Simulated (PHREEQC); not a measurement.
Make-up at 25 °C: 0.001 mol HCl, 3.4e-05 mol ZnSO4 and 0.064 mol Na2SO4 per kg of water. Closed to the air; pH follows from the charge balance.

Equilibrium calculation in PHREEQC: ion-association model, phreeqc.dat.

No solid was allowed to form.

Task: Predict the pH.

Result: pH 3.53.

Task: In which forms is Zn present?

Result: ZnSO4 44 %, Zn+2 37 %, Zn(SO4)2-2 19 % of the Zn.

Complexes and solids missing from the database can't appear.
